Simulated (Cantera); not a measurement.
A perfectly stirred reactor is fed with CH3OH : O2 : N2 = 0.0021 : 0.018 : 1 (molar parts), equivalence ratio 0.18, at 1600000 Pa; it is held at 900 K, and followed from long to short residence time.

Computed with Cantera and GRI-Mech 3.0 (53 species, 325 reactions). GRI-Mech 3.0 was tuned for natural gas; its chemistry of methanol as a main component is partial and can be far from experiment. The pressure lies above the range GRI-Mech 3.0 was tuned for (to about 10 atm).

Predict: x(CH3OH) at τ = 1.00 s; x(O2) at τ = 1.00 s; x(CO) at τ = 1.00 s; x(HO2) at τ = 1.00 s; x(CH3OH) at τ = 11.0 ms; x(O2) at τ = 11.0 ms.


| Quantity | Value |
|---|---|
| x(CH3OH) at τ = 1.00 s | 0.000227 |
| x(O2) at τ = 1.00 s | 0.0155 |
| x(CO) at τ = 1.00 s | 0.00113 |
| x(HO2) at τ = 1.00 s | 3.12e-6 |
| x(CH3OH) at τ = 11.0 ms | 0.00206 |
| x(O2) at τ = 11.0 ms | 0.0176 |
